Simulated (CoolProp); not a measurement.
Saturated liquid density (kg/m³) of chloromethane (R40): the reference equation beside estimates from Tc = 418.6 K, pc = 6.929 MPa, ω = 0.150. Rackett uses Z = 0.29056 − 0.08775 ω.

Computed with CoolProp (reference Helmholtz-energy equation of state, Thol 2014).

| T (K) | reference | Rackett | Soave-Redlich-Kwong |
|---|---|---|---|
| 236.7 | 1025 | 995.4 | 946.4 |
| 241.2 | 1017 | 988.3 | 939.6 |
| 245.7 | 1009 | 981.1 | 932.6 |
| 250.2 | 1002 | 973.7 | 925.5 |
| 254.6 | 993.8 | 966.5 | 918.4 |
| 259.1 | 985.9 | 959.0 | 910.9 |
| 263.6 | 977.8 | 951.5 | 903.3 |
| 268 | 969.8 | 944.0 | 895.6 |

Absolute difference from the reference over all 8 rows, mean and median: Rackett 2.8 and 2.8 %, Soave-Redlich-Kwong 7.6 and 7.6 %.
